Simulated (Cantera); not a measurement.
An isothermal, constant-pressure homogeneous reactor starts with 33.3 % C2H6, 66.7 % N2, at 1675 K and 0.000158 atm.

Model: GRI-Mech 3.0 (53 species, 325 reactions), integrated in Cantera. GRI-Mech 3.0 stops at C3 and has no aromatics, soot or wall deposition, so with more carbon than oxygen in the feed, carbon stays in small species such as C2H2 where larger ones or solid carbon would form. Radical loss at walls, strong at low pressure, is not modelled.

Problem. Predict: x(C2H6) at 2.00 s; x(C2H2) at 2.00 s; x(H) at 2.00 s; x(C2H) at 2.00 s; x(H2) at 2.00 s.

Solution. 
```json
{
 "x(C2H6) at 2.00 s": "8.42e-6 (gas-phase equilibrium <1e-12)",
 "x(C2H2) at 2.00 s": "0.177 (gas-phase equilibrium 0.138)",
 "x(H) at 2.00 s": "0.000534 (gas-phase equilibrium 0.00582)",
 "x(C2H) at 2.00 s": "1.45e-6 (gas-phase equilibrium 1.00e-5)",
 "x(H2) at 2.00 s": "0.321 (gas-phase equilibrium 0.396)"
}
```
